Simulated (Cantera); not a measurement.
Input: 1 mol Cr₂O₃, 9.8 mol H₂, 1.2 mol N₂, equilibrated at 120 Pa.

These are equilibrium values from Cantera (NASA tables, ideal gas, pure condensed phases), not measurements of a reactor. Candidate condensed phases: Cr, CrN, Cr₂N, Cr₂O₃, H₂O; 29 gas species. Equilibrium is a limit: real reactors are often held back by kinetics, nucleation or transport. All values below are at 1375 °C.

Base state: H₂ 0.881, N₂ 0.109, H₂O 0.00472, Cr 0.00314, H 0.00241 (mole fractions); condensed: Cr₂O₃(s).

**Question.** What changes in the equilibrium state with this change: pressure from 120 Pa to 28000 Pa?

**Answer.** 
```csv
species,before,after
H₂,0.881,0.888
N₂,0.109,0.109
H₂O,0.00472,0.00268
Cr,0.00314,3.18e-5
H,0.00241,0.000159
"Cr₂O₃(s), mol",0.983,0.990
"Cr(s), mol",0,0.0193
```
Mutual solubility and eutectic melting of coexisting phases are not modelled.
